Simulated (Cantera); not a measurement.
Input: 1 mol Cu, 0.2 mol NH₃, 5.4 mol H₂, equilibrated at 46.0 mbar.

Method: chemical equilibrium by Gibbs-energy minimisation in Cantera with the NASA 1993 tables (ideal gas, pure condensed phases). Candidate condensed phases: Cu; 11 gas species. The numbers say what is thermodynamically allowed, not how fast it happens.

Question: Which condensed phases are stable at each of these points (T (°C)): 825, 875, 925, 975, 1025, 1075, 1125, 1175, 1225, 1275, 1325, 1375?

Answer: 
```json
[
 {"T (°C)": "825", "condensed phases": "Cu(s)", "Cu condensed (%)": "100.0"},
 {"T (°C)": "875", "condensed phases": "Cu(s)", "Cu condensed (%)": "100.0"},
 {"T (°C)": "925", "condensed phases": "Cu(s)", "Cu condensed (%)": "100.0"},
 {"T (°C)": "975", "condensed phases": "Cu(s)", "Cu condensed (%)": "100.0"},
 {"T (°C)": "1025", "condensed phases": "Cu(s)", "Cu condensed (%)": "100.0"},
 {"T (°C)": "1075", "condensed phases": "Cu(s)", "Cu condensed (%)": "100.0"},
 {"T (°C)": "1125", "condensed phases": "Cu(l)", "Cu condensed (%)": "100.0"},
 {"T (°C)": "1175", "condensed phases": "Cu(l)", "Cu condensed (%)": "100.0"},
 {"T (°C)": "1225", "condensed phases": "Cu(l)", "Cu condensed (%)": "99.9"},
 {"T (°C)": "1275", "condensed phases": "Cu(l)", "Cu condensed (%)": "99.8"},
 {"T (°C)": "1325", "condensed phases": "Cu(l)", "Cu condensed (%)": "99.5"},
 {"T (°C)": "1375", "condensed phases": "Cu(l)", "Cu condensed (%)": "99.0"}
]
```

From 825 °C to 1075 °C the condensed part is Cu(s). From 1125 °C to 1375 °C the condensed part is Cu(l).
